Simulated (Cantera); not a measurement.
Feed: 1 mol Si, 0.04 mol H2O, equilibrated at 1323 K and 113 Torr.

Method: chemical equilibrium by Gibbs-energy minimisation in Cantera with the NASA 1993 tables (ideal gas, pure condensed phases). Candidate condensed phases: H2O, Si, SiO2; 18 gas species. Mutual solubility and eutectic melting of coexisting phases are not modelled. The tables hold silica as quartz up to 1696 K and as liquid above; real silica turns to tridymite and cristobalite and melts near 1996 K. The numbers say what is thermodynamically allowed, not how fast it happens.

Base state: H2 1.000, SiO 8.82e-5 (mole fractions); condensed: Si(s) + SiO2(β-quartz).

Question: What changes in the equilibrium state with this change: Si replaced by TiO2?

Answer: 
```tsv
species	before	after
H2O	3.82e-7	1.000
H2	1.000	6.20e-5
O2	<1e-9	2.91e-5
SiO	8.82e-5	0
Si(s), mol	0.980	0
SiO2(β-quartz), mol	0.0200	0
TiO2(rutile), mol	0	1.00
```
Gases not in the tables: TiO(OH)2. Further candidate phases: Ti, TiO, TiO2, Ti2O3, Ti3O5, Ti4O7.

Question: What changes in the equilibrium state with this change: temperature from 1323 K to 1523 K?

Answer: 
```
species               before    after
-------------------  -------  -------
H2                     1.000    0.995
SiO                  8.82e-5  0.00522
H                    4.09e-6  5.95e-5
Si(s), mol             0.980    0.980
SiO2(β-quartz), mol   0.0200   0.0199
```
